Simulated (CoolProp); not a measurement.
CH2F2 (R32) along the isotherm 111.25 °C: density (kg/m³) from the reference equation and from simpler models built on Tc = 78.1 °C, pc = 5783 kPa, ω = 0.277; each cubic takes its own stable root.

Values from CoolProp's reference Helmholtz-energy equation of state, Tillner-Roth 1997.

| p (kPa) | phase | reference |
|---|---|---|
| 183 | gas | 3.006 |
| 309 | gas | 5.107 |
| 521 | gas | 8.703 |
| 879 | gas | 14.96 |
| 1480 | gas | 26.02 |
| 2500 | gas | 46.67 |
| 4220 | gas | 88.76 |
| 7130 | supercritical | 200.4 |
| 12000 | supercritical | 555.9 |
| 20300 | supercritical | 741.3 |
| 34300 | supercritical | 854.8 |
| 57800 | supercritical | 952.2 |

Question: How far does each simpler model (Redlich-Kwong, Soave-Redlich-Kwong) lie from the reference over these 12 states: mean and median of the absolute difference, and the worst?

Answer: 
- Redlich-Kwong: mean 6.6 %, median 0.7 %, worst -20.2 % at 111.25 °C and 20300 kPa
- Soave-Redlich-Kwong: mean 8.5 %, median 2.4 %, worst -24.5 % at 111.25 °C and 12000 kPa
